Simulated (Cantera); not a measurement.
# SiH2Cl2 + N2 (silicon nitride deposition)

Input: 1 mol SiH2Cl2, 62 mol N2, held at 1302 °C.

Method: chemical equilibrium by Gibbs-energy minimisation in Cantera with the NASA 1993 tables (ideal gas, pure condensed phases). Candidate condensed phases: NH4Cl, Si, Si3N4; 28 gas species. The tables' values for SiCl3, SiCl are old estimates; treat these amounts as uncertain. Kinetics and transport are ignored.

At 5.00 Pa the condensed part is Si(s). From 26.0 Pa to 100000 Pa the condensed part is Si3N4(s). The main Si-bearing gas is SiCl2 throughout. The share of Si in condensed phases is highest at 100000 Pa (80.5 %) and lowest at 5.00 Pa (13.6 %).

```tsv
P (Pa)	log p N2	log p HCl	log p SiCl2	log p H2	log p Si	log p SiCl4	log p SiCl3	n Si(s)	n Si3N4(s)
5	-4.32	-6.49	-6.22	-6.22	-7.24	-12.16	-9.40	0.136	0
26	-3.60	-5.73	-5.51	-5.51	-7.32	-10.66	-8.29	0	0.0722
140	-2.87	-4.83	-4.85	-4.84	-7.81	-8.84	-7.05	0	0.115
710	-2.16	-3.98	-4.24	-4.23	-8.28	-7.17	-5.91	0	0.158
3700	-1.45	-3.16	-3.68	-3.63	-8.75	-5.57	-4.83	0	0.204
19000	-0.73	-2.39	-3.21	-3.02	-9.23	-4.16	-3.89	0	0.243
100000	-0.01	-1.64	-2.87	-2.35	-9.71	-3.00	-3.15	0	0.268
```
log p: log10 of the partial pressure in bar; n: condensed amount in mol.
